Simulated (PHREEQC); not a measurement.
A solution holds 7.4 mmol/kgw NaH2PO4 and 2.8 mmol/kgw Na2B4O7, at 25 °C. Closed to the air; pH follows from the charge balance.

Model: ion-association model, phreeqc.dat, run in PHREEQC.

Each row changes one thing in this solution. This is a speciation only: nothing precipitates in the calculation.

```
case                                               pH  ionic strength (mol/kgw)  HPO4-2 (mol/kgw)  H2PO4- (mol/kgw)  NaHPO4- (mol/kgw)  H3PO4 (mol/kgw)
-----------------------------------------------  ----  ------------------------  ----------------  ----------------  -----------------  ---------------
as made                                          7.46                    0.0182           0.00531           0.00201            7.94e-5          9.00e-9
Na2B4O7 from 0.0028 to 0.00252 mol/kgw           7.33                    0.0172           0.00483           0.00250            7.00e-5          1.52e-8
Na2B4O7 replaced by NH4BF4 at the same molality  3.16                    0.0109           8.38e-7           0.00678            7.93e-9         0.000618
diluted 5-fold with water                        7.54                   0.00366           0.00107          0.000407            4.17e-6          1.61e-9
temperature from 25 to 50 °C                     7.38                    0.0182           0.00526           0.00207            7.68e-5          1.46e-8
Na2B4O7 left out                                 4.77                   0.00745           3.50e-5           0.00735            3.53e-7          1.68e-5
Na2B4O7 from 0.0028 to 0.0014 mol/kgw            6.83                    0.0129           0.00274           0.00462            3.46e-5          8.93e-8
NaH2PO4 from 0.0074 to 0.0111 mol/kgw            7.01                    0.0220           0.00542           0.00558            9.99e-5          6.93e-8
```

Away from 25 °C the constants follow the database's enthalpies or fits; those with neither stay at their 25 °C values. Real BF4- forms and hydrolyses slowly; the run takes it at equilibrium.
